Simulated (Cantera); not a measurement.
An adiabatic, constant-volume homogeneous reactor starts with H2 : O2 : N2 = 1 : 0.602 : 2.27 (molar parts), equivalence ratio 0.83, at 1475 K and 0.849 atm. Integrator tolerance rtol = 1e-08.

Model: GRI-Mech 3.0 (53 species, 325 reactions), integrated in Cantera.

### Question
What does this change do: pressure from 0.849 atm to 17.8 atm?

### Answer
```
quantity                                                            before                                    after
---------------------------------  ---------------------------------------  ---------------------------------------
time of steepest temperature rise                                  16.5 µs                                  1.07 µs
temperature at 0.100 s                                              2912 K                                   3189 K
equilibrium temperature                                             2912 K                                   3189 K
x(H2) at 0.100 s                     0.0348 (gas-phase equilibrium 0.0348)    0.0225 (gas-phase equilibrium 0.0225)
x(O2) at 0.100 s                     0.0290 (gas-phase equilibrium 0.0290)    0.0234 (gas-phase equilibrium 0.0234)
x(OH) at 0.100 s                     0.0356 (gas-phase equilibrium 0.0356)    0.0292 (gas-phase equilibrium 0.0292)
x(H) at 0.100 s                      0.0181 (gas-phase equilibrium 0.0181)  0.00699 (gas-phase equilibrium 0.00699)
x(N2O) at 0.100 s                  9.02e-7 (gas-phase equilibrium 9.02e-7)  5.50e-6 (gas-phase equilibrium 5.50e-6)
x(H2O2) at 0.100 s                 7.10e-7 (gas-phase equilibrium 7.10e-7)  5.07e-6 (gas-phase equilibrium 5.07e-6)
```
The hydrogen kinetics of GRI-Mech 3.0 are dated; newer H2 mechanisms differ, most at raised pressure. The pressure lies above the range GRI-Mech 3.0 was tuned for (to about 10 atm). Above 3000 K some thermodynamic fits are extrapolated.
